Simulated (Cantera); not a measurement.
## Adiabatic ignition

An adiabatic, constant-volume homogeneous reactor starts with 11.3 % CO, 3.39 % H2, 18.0 % O2, 67.3 % N2, equivalence ratio 0.41, at 1000 K and 1.01 bar.

Detailed kinetics in Cantera: GRI-Mech 3.0 (53 species, 325 reactions).

```
t (s)     T (K)  P (bar)     x CO      x H2   x O2      x NO     x HO2     x H2O     x N2O
--------  -----  -------  -------  --------  -----  --------  --------  --------  --------
6.00e-6    1000     1.01    0.113    0.0339  0.180    <1e-12  4.53e-11  1.99e-11    <1e-12
1.63e-5    1000     1.01    0.113    0.0339  0.180    <1e-12  2.85e-10  2.13e-10    <1e-12
4.45e-5    1000     1.01    0.113    0.0339  0.180    <1e-12   2.73e-9   2.37e-9    <1e-12
0.000121   1000     1.01    0.113    0.0339  0.180    <1e-12   5.11e-8   4.72e-8    <1e-12
0.000330   1000     1.01    0.113    0.0339  0.180    <1e-12   1.48e-5   1.62e-5  1.19e-11
0.000899   2295     2.17  0.00730  0.000355  0.115  0.000143   4.08e-6    0.0334   1.19e-6
0.00245    2346     2.21  0.00363  0.000185  0.114  0.000581   4.22e-6    0.0344   8.79e-7
0.00667    2343     2.21  0.00359  0.000183  0.114   0.00164   4.18e-6    0.0344   8.75e-7
0.0182     2338     2.20  0.00350  0.000179  0.112   0.00409   4.08e-6    0.0345   8.71e-7
0.0495     2329     2.19  0.00335  0.000172  0.110   0.00814   3.92e-6    0.0346   8.75e-7
0.135      2322     2.19  0.00325  0.000168  0.109    0.0110   3.81e-6    0.0346   8.86e-7
0.367      2322     2.19  0.00324  0.000167  0.109    0.0113   3.79e-6    0.0346   8.87e-7
1.00       2322     2.19  0.00324  0.000167  0.109    0.0113   3.79e-6    0.0346   8.87e-7
```
x: mole fraction; the columns are a selection and need not sum to one.

The time of steepest temperature rise is 0.534 ms and the temperature at 1.00 s is 2322 K. The equilibrium temperature is 2322 K. The x(CO) at 1.00 s is 0.00324 (gas-phase equilibrium 0.00324). The x(H2) at 1.00 s is 0.000167 (gas-phase equilibrium 0.000167). The x(O2) at 1.00 s is 0.109 (gas-phase equilibrium 0.109).
